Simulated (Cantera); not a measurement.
A closed system holds: 1 mol Si2Cl6, 2.8 mol N2, 15 mol H2, at 950 °C and 55.0 Pa.

These are equilibrium values from Cantera (NASA tables, ideal gas, pure condensed phases), not measurements of a reactor. Candidate condensed phases: NH4Cl, Si, Si3N4; 28 gas species. The feed counts by its element totals alone. N2 is the only nitrogen source here; it is nearly inert below about 1500 K, so the nitride shown seldom forms there in practice. The tables' values for SiCl3 are old estimates; treat these amounts as uncertain. The numbers say what is thermodynamically allowed, not how fast it happens.

Base state: H2 0.623, HCl 0.292, N2 0.0792, SiCl2 0.00401, SiCl4 0.00122, SiCl3 0.000786, SiHCl3 8.07e-5, H 1.01e-5 (mole fractions); condensed: Si3N4(s).

Question: What changes in the equilibrium state with this change: N2 from 2.8 to 26 mol?

Answer: 
```
species          before     after
-------------  --------  --------
N2               0.0792     0.578
H2                0.623     0.282
HCl               0.292     0.139
SiCl2           0.00401  0.000534
SiHCl3          8.07e-5   5.11e-6
SiCl4           0.00122   8.14e-5
SiCl3          0.000786   7.38e-5
H               1.01e-5   6.83e-6
Si3N4(s), mol     0.627     0.657
```
